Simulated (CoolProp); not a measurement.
Hexamethyldisiloxane (MM) at several states: density (kg/m³) from the reference equation and from simpler models built on Tc = 518.7 K, pc = 19.31 bar, ω = 0.418; each cubic takes its own stable root.

Model: reference Helmholtz-energy equation of state, Thol 2016, in CoolProp.

```tsv
T (K)	p (bar)	phase	reference
234.1	0.792	liquid	825.5
494.4	38.8	liquid	522.8
469.6	12.8	liquid	536.8
258.9	17.6	liquid	802.3
```

Q: How far does each simpler model (van der Waals, Soave-Redlich-Kwong) lie from the reference over these 4 states: mean and median of the absolute difference, and the worst?

A: 
- van der Waals: mean 49.0 %, median 40.3 %, worst -84.2 % at 469.6 K and 12.8 bar
- Soave-Redlich-Kwong: mean 9.6 %, median 9.3 %, worst -11.8 % at 469.6 K and 12.8 bar

At some of these states van der Waals gives the other phase, because its saturation line lies elsewhere.
